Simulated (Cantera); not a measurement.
A freely propagating, adiabatic, planar premixed flame of H2 : O2 : N2 = 1 : 0.208 : 1 (molar parts), unburnt at 675 K and 9.87 atm; mixture-averaged transport, grid criteria slope 0.08 and curve 0.16, no radiation.

Detailed kinetics in Cantera: the H2/O2 subset of GRI-Mech 3.0, which has no nitrogen chemistry. The hydrogen kinetics of GRI-Mech 3.0 are dated; newer H2 mechanisms differ, most at raised pressure. Burning velocities carry a grid error of a few per cent, more on coarse grids.

x: mole fraction of selected species; z is measured from the peak of heat release.

```csv
z (mm),T (K),u (m/s),x H2,x O2,x H2O,x H,x HO2,x H2O2
-0.0837,675,7.69,0.453,0.0942,<1e-8,<1e-8,<1e-8,<1e-8
-0.0558,675,7.69,0.453,0.0942,2.32e-7,<1e-8,3.51e-8,<1e-8
-0.0418,675,7.69,0.453,0.0942,2.08e-6,<1e-8,3.84e-7,<1e-8
-0.0279,678,7.71,0.451,0.0945,4.35e-5,5.90e-8,1.14e-5,2.38e-7
-0.0139,767,8.54,0.436,0.0944,0.00476,0.000197,0.000790,3.04e-5
-0.00697,1033,11.2,0.402,0.0846,0.0324,0.00325,0.000775,6.68e-5
0,1378,14.6,0.352,0.0590,0.0884,0.0136,0.000400,2.44e-5
0.00697,1627,17.2,[?],[?],[?],[?],[?],[?]
0.0139,1761,18.5,0.284,0.0120,0.180,0.0308,7.25e-5,1.99e-6
0.0279,1872,19.6,0.274,0.00196,0.200,0.0293,1.13e-5,6.88e-7
0.0558,1952,20.3,0.277,0.000134,0.205,0.0215,8.01e-7,2.26e-7
0.112,2012,20.9,0.282,1.50e-5,0.206,0.0136,1.33e-7,9.53e-8
0.223,2053,21.2,0.285,[?],0.207,[?],[?],[?]
```

Question: Complete the blanks.

Answer: 
- 0.00697, x H2: 0.308
- 0.00697, x O2: 0.0295
- 0.00697, x H2O: 0.146
- 0.00697, x H: 0.0254
- 0.00697, x HO2: 0.000184
- 0.00697, x H2O2: 4.31e-6
- 0.223, x O2: 4.52e-6
- 0.223, x H: 0.00783
- 0.223, x HO2: 4.42e-8
- 0.223, x H2O2: 3.78e-8
